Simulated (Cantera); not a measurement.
Feed: 1 mol Fe2O3, 0.35 mol O2, 0.085 mol CO2, at 308 Torr.

Cantera equilibrium calculation (NASA polynomials, part measured and part estimated; ideal gas, pure solids and liquids). Candidate condensed phases: C, Fe, Fe(CO)5, FeO, Fe2O3, Fe3O4; 15 gas species. The numbers say what is thermodynamically allowed, not how fast it happens.

x: gas mole fraction; n: condensed amount in mol.

```
T (°C)   x O2  x CO2       x O     x CO       x FeO      x O3  n Fe2O3(s)  n Fe3O4(s)
------  -----  -----  --------  -------  ----------  --------  ----------  ----------
927     0.805  0.195   3.51e-8  5.94e-9      <1e-12  8.07e-11        1.00           0
977     0.805  0.195   9.70e-8  1.84e-8      <1e-12  1.44e-10        1.00           0
1027    0.805  0.195   2.48e-7  5.20e-8      <1e-12  2.44e-10        1.00           0
1077    0.805  0.195   5.91e-7  1.36e-7      <1e-12  4.00e-10        1.00           0
1127    0.805  0.195   1.33e-6  3.34e-7      <1e-12  6.32e-10        1.00           0
1177    0.805  0.195   2.81e-6  7.67e-7  (withheld)  9.69e-10        1.00           0
1227    0.805  0.195   5.68e-6  1.67e-6  (withheld)   1.44e-9        1.00           0
1277    0.805  0.195   1.10e-5  3.44e-6  (withheld)   2.10e-9        1.00           0
1327    0.805  0.195   2.03e-5  6.78e-6  (withheld)   2.98e-9        1.00           0
1377    0.805  0.195   3.63e-5  1.28e-5  (withheld)   4.14e-9        1.00           0
1427    0.859  0.141   6.47e-5  1.63e-5  (withheld)   6.24e-9           0       0.667
1477    0.859  0.141  0.000108  2.87e-5  (withheld)   8.37e-9           0       0.667
1527    0.859  0.141  0.000176  4.90e-5  (withheld)   1.11e-8           0       0.667
1577    0.858  0.141  0.000279  8.10e-5  (withheld)   1.44e-8           0       0.667
```

Question: Complete the blanks.

Answer: 
- 1177, x FeO: 4.17e-12
- 1227, x FeO: 2.39e-11
- 1277, x FeO: 1.22e-10
- 1327, x FeO: 5.61e-10
- 1377, x FeO: 2.34e-9
- 1427, x FeO: 8.68e-9
- 1477, x FeO: 2.84e-8
- 1527, x FeO: 8.69e-8
- 1577, x FeO: 2.50e-7
